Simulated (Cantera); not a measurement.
Source: NASA polynomial tables (part measured, part estimated), evaluated in Cantera. Values are per mole of reaction as written; species without (g) are pure solids or liquids, kept so even where they would boil at 1 bar.

N₂O(g) + Nb₂O₅ → 2 NbO₂(g) + 2 NO(g), with ΔH° = 1600.4 kJ and ΔS° = 609.8 J/K at 300 K.

Q: How far is the shortcut ΔG° ≈ ΔH°(300 K) − T·ΔS°(300 K) from the full temperature-dependent value at 925, 1075, 1225, 1375, 1525, 1675, 1825, 1975 K?

A: 
```tsv
T (K)	shortcut (kJ)	full (kJ)	difference (kJ)	difference in log10 K	condensed phases
925	1036.4	1051.0	-14.6	0.82	Nb₂O₅(s)
1075	944.9	966.6	-21.7	1.05	Nb₂O₅(s)
1225	853.4	883.4	-29.9	1.28	Nb₂O₅(s)
1375	762.0	801.1	-39.1	1.49	Nb₂O₅(s)
1525	670.5	719.7	-49.2	1.69	Nb₂O₅(s)
1675	579.0	639.2	-60.1	1.88	Nb₂O₅(s)
1825	487.6	561.7	-74.2	2.12	Nb₂O₅(l)
1975	396.1	491.9	-95.8	2.53	Nb₂O₅(l)
```
The shortcut ignores heat capacities and the phase changes listed.
